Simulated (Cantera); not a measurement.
Reactions in the system C-N-O-Ta

Cantera with NASA thermochemical tables; ideal gases at 1 bar, condensed phases pure. Values are per mole of reaction as written; species without (g) are pure solids or liquids, kept so even where they would boil at 1 bar. TaC: taken at fixed stoichiometry.

3 TaC + 4 NO₂(g) → 2 N₂O(g) + 3 TaO₂(g) + 3 C

```json
[
 {"T (K)": "300", "ΔH° (kJ)": "-143.8", "ΔS° (J/K)": "210.1", "ΔG° (kJ)": "-206.9", "log10 K": "36.02"},
 {"T (K)": "1950", "ΔH° (kJ)": "-187.2", "ΔS° (J/K)": "164.6", "ΔG° (kJ)": "-508.1", "log10 K": "13.61"},
 {"T (K)": "2000", "ΔH° (kJ)": "-189.1", "ΔS° (J/K)": "163.6", "ΔG° (kJ)": "-516.3", "log10 K": "13.48"},
 {"T (K)": "2050", "ΔH° (kJ)": "-191.1", "ΔS° (J/K)": "162.6", "ΔG° (kJ)": "-524.5", "log10 K": "13.36"},
 {"T (K)": "2100", "ΔH° (kJ)": "-193.1", "ΔS° (J/K)": "161.7", "ΔG° (kJ)": "-532.6", "log10 K": "13.25"},
 {"T (K)": "2150", "ΔH° (kJ)": "-195.2", "ΔS° (J/K)": "160.7", "ΔG° (kJ)": "-540.6", "log10 K": "13.13"}
]
```
